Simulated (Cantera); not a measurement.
Cantera with NASA thermochemical tables; ideal gases at 1 bar, condensed phases pure. Values are per mole of reaction as written; species without (g) are pure solids or liquids, kept so even where they would boil at 1 bar.

Cu2O + NF3(g) + F(g) = NO(g) + 2 CuF2(g)

| T (K) | ΔH° (kJ) | ΔS° (J/K) | ΔG° (kJ) | log10 K | condensed phases |
|---|---|---|---|---|---|
| 300 | -219.6 | 232.9 | -289.5 | 50.40 | Cu2O(s) |
| 950 | -236.9 | 204.4 | -431.1 | 23.71 | Cu2O(s) |
| 1150 | -244.2 | 197.5 | -471.3 | 21.41 | Cu2O(s) |
| 1350 | -252.5 | 190.8 | -510.2 | 19.74 | Cu2O(s) |
| 1550 | [?] | [?] | [?] | [?] | Cu2O(l) |
| 1750 | [?] | [?] | [?] | [?] | Cu2O(l) |
| 1950 | -348.2 | 129.3 | -600.3 | 16.08 | Cu2O(l) |
| 2150 | [?] | [?] | [?] | [?] | Cu2O(l) |
| 2350 | -368.9 | 119.6 | -650.0 | 14.45 | Cu2O(l) |
| 2550 | -378.9 | 115.5 | -673.5 | 13.80 | Cu2O(l) |
| 2750 | -388.8 | 111.8 | -696.2 | 13.22 | Cu2O(l) |

Task: Fill in the missing entries.

Result: 
- 1550, ΔH° (kJ): -327.0
- 1550, ΔS° (J/K): 141.4
- 1550, ΔG° (kJ): -546.2
- 1550, log10 K: 18.41
- 1750, ΔH° (kJ): -337.7
- 1750, ΔS° (J/K): 135.0
- 1750, ΔG° (kJ): -573.9
- 1750, log10 K: 17.13
- 2150, ΔH° (kJ): -358.6
- 2150, ΔS° (J/K): 124.2
- 2150, ΔG° (kJ): -625.6
- 2150, log10 K: 15.20
